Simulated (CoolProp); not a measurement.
R125 along the isobar 810 kPa: density (kg/m³) from the reference equation and from simpler models built on Tc = 339.2 K, pc = 3618 kPa, ω = 0.305; each cubic takes its own stable root.

Model: reference Helmholtz-energy equation of state, Lemmon 2005, in CoolProp.

| T (K) | phase | reference | van der Waals | Redlich-Kwong | Soave-Redlich-Kwong | Peng-Robinson |
|---|---|---|---|---|---|---|
| 263.4 | liquid | 1366 | 51.50 | 1162 | 1231 | 1396 |
| 287 | gas | 48.48 | 45.75 | 47.19 | 47.89 | 48.45 |
| 310.7 | gas | 42.51 | 41.30 | 42.09 | 42.35 | 42.79 |
| 334.3 | gas | 38.27 | 37.74 | 38.19 | 38.22 | 38.58 |
| 358 | gas | 34.98 | 34.79 | 35.04 | 34.95 | 35.25 |
| 381.7 | gas | 32.31 | 32.30 | 32.43 | 32.28 | 32.53 |
| 405.3 | gas | 30.09 | 30.18 | 30.24 | 30.05 | 30.26 |
| 429 | gas | 28.19 | 28.33 | 28.34 | 28.13 | 28.32 |
| 452.7 | gas | 26.54 | 26.70 | 26.68 | 26.47 | 26.64 |
| 476.3 | gas | 25.10 | 25.27 | 25.23 | 25.02 | 25.16 |
| 500 | gas | 23.81 | 23.98 | 23.94 | 23.73 | 23.85 |

At some of these states van der Waals gives the other phase, because its saturation line lies elsewhere.
